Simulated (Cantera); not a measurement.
What does this Cantera script print?

```python
import numpy as np
import cantera as ct

gas_names = """
    H HNO HNO2 HNO3 HO2 H2 H2O H2O2 N NH NH2 NH3 NH2OH NO NO2 NO3 N2 N2H2 N2H4 N2O O OH O2 O3 Si SiH
    SiH2 SiH3 SiH4 SiN SiO SiO2 Si2 Si2N Si3
""".split()
cond_names = """
    H2O(s) H2O(L) Si(cr) Si(L) SiO2(Lqz) SiO2(hqz) SiO2(L) Si2N2O(s) Si3N4(a)
""".split()


def load(file, names, dense=False):
    # The tables refer to 1 bar. Condensed volumes are neglected.
    table = {s.name: s for s in ct.Species.list_from_file(file)}
    out = []
    for n in names:
        d = dict(table[n].input_data)
        d["thermo"] = dict(d["thermo"], **{"reference-pressure": 1e5})
        if dense:
            d["equation-of-state"] = {"model": "constant-volume", "density": "1e6 g/cm^3"}
        out.append(ct.Species.from_dict(d))
    return out


gas = ct.Solution(thermo="ideal-gas", species=load("nasa_gas.yaml", gas_names))
cond = {s.name: ct.Solution(thermo="fixed-stoichiometry", species=[s], name=s.name)
        for s in load("nasa_condensed.yaml", cond_names, dense=True)}
atoms = {
    'Si3N4': {'Si': 3, 'N': 4},
    'H2O': {'H': 2, 'O': 1},
    'H2': {'H': 2},
}
top_T = {'Si2N2O(s)': 2100, 'Si3N4(a)': 2400}  # K; cautious upper limits of use, not melting points


def equilibrate(T, P, feed):
    n = {}
    for name, mol in feed.items():
        for a, k in atoms[name].items():
            n[a] = n.get(a, 0.0) + k * mol
    gas.TPX = T, P, n
    mass = sum(n.values()) * gas.mean_molecular_weight
    gas.equilibrate("TP")
    valid = [c for c in cond.values() if c.min_temp <= T <= top_T.get(c.name, c.max_temp)]
    mix = ct.Mixture([(gas, mass / gas.mean_molecular_weight)] + [(c, 0.0) for c in valid])
    mix.T, mix.P = T, P
    mix.equilibrate("TP", solver="vcs", rtol=1e-11, max_steps=5000)
    return mix


results = []
feed = {'Si3N4': 1, 'H2O': 1.1, 'H2': 710}  # mol
P = 4.2  # Pa
for T in [950, 1050, 1150, 1250, 1350, 1450, 1550, 1650, 1750]:
    mix = equilibrate(T, P, feed)
    results.append((T, P, feed, dict(zip(mix.species_names, mix.species_moles))))
    x = sorted(zip(gas.X, gas.species_names), reverse=True)
    print(f"T = {T:g} K  P = {P:g} Pa  gas = {mix.phase_moles(0):.4g} mol")
    print("   x: " + "  ".join(f"{s} {v:.3e}" for v, s in x if v > 1e-06))
    print("   condensed (mol): " + ("  ".join(f"{mix.phase(i).name} {mix.phase_moles(i):.4g}"
          for i in range(1, mix.n_phases) if mix.phase_moles(i) > 1e-12) or "none"))
```

Output:

```
T = 950 K  P = 4.2 Pa  gas = 711.5 mol
   x: H2 9.995e-01  N2 5.154e-04
   condensed (mol): Si2N2O(s) 1.1  Si3N4(a) 0.2667
T = 1050 K  P = 4.2 Pa  gas = 711.5 mol
   x: H2 9.995e-01  N2 5.154e-04  H 1.251e-06
   condensed (mol): Si2N2O(s) 1.1  Si3N4(a) 0.2667
T = 1150 K  P = 4.2 Pa  gas = 711.5 mol
   x: H2 9.995e-01  N2 5.154e-04  H 1.151e-05
   condensed (mol): Si2N2O(s) 1.1  Si3N4(a) 0.2667
T = 1250 K  P = 4.2 Pa  gas = 712.1 mol
   x: H2 9.986e-01  N2 1.295e-03  H 7.454e-05  SiO 3.153e-05
   condensed (mol): Si(cr) 0.8223  Si2N2O(s) 1.078
T = 1350 K  P = 4.2 Pa  gas = 714.3 mol
   x: H2 9.953e-01  N2 2.800e-03  SiO 1.540e-03  H 3.669e-04  Si 4.750e-06
   condensed (mol): Si(cr) 1.896
T = 1450 K  P = 4.2 Pa  gas = 714.8 mol
   x: H2 9.941e-01  N2 2.798e-03  SiO 1.539e-03  H 1.455e-03  Si 7.326e-05  SiH 1.880e-06
   condensed (mol): Si(cr) 1.846
T = 1550 K  P = 4.2 Pa  gas = 716.5 mol
   x: H2 9.900e-01  H 4.835e-03  N2 2.791e-03  SiO 1.535e-03  Si 7.910e-04  SiH 1.340e-05  SiH2 2.765e-06  Si2 1.428e-06
   condensed (mol): Si(cr) 1.318
T = 1650 K  P = 4.2 Pa  gas = 721.1 mol
   x: H2 9.792e-01  H 1.387e-02  N2 2.773e-03  Si 2.591e-03  SiO 1.525e-03  SiH 3.036e-05  Si2 3.550e-06  SiH2 3.444e-06
   condensed (mol): none
T = 1750 K  P = 4.2 Pa  gas = 728.9 mol
   x: H2 9.580e-01  H 3.513e-02  N2 2.744e-03  Si 2.581e-03  SiO 1.509e-03  SiH 2.166e-05  SiH2 1.441e-06
   condensed (mol): none
```

Equilibrium computed with Cantera from the NASA thermochemical tables; the gas is ideal and each condensed phase is pure. Mutual solubility and eutectic melting of coexisting phases are not modelled.
